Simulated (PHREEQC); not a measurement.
Polishing slurry liquid: speciation

A solution holds 0.48 mol H2SO4 and 0.0003 mol CO2 per kg of water, at 25 °C. Closed to the air; pH follows from the charge balance.

All values are PHREEQC results (ion-association model, phreeqc.dat), not measurements.

| Item | Value |
|---|---|
| pH | 0.40 |
| ionic strength | 0.565 mol/kgw |
| activity of water | 0.983 |
| specific conductance | 146000 µS/cm |
| density | 1.025 g/cm³ |
| total alkalinity | -960 meq/kg |

```csv
species,molality,activity,log γ
H+,0.523,0.397,-0.119
HSO4-,0.437,0.322,-0.132
SO4-2,0.0427,0.00834,-0.709
CO2,0.000300,0.000342,0.057
(CO2)2,1.88e-9,2.14e-9,0.057
```

Precipitation was switched off in this run. Complexes and solids missing from the database can't appear.
